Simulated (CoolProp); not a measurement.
Computed with CoolProp (reference Helmholtz-energy equation of state, Span 2000).

### Question
For nitrogen, give the phase and the speed of sound (m/s) at 144.2 K and 0.101 MPa.

### Answer
- 144.2 K and 0.101 MPa: gas; speed of sound 244
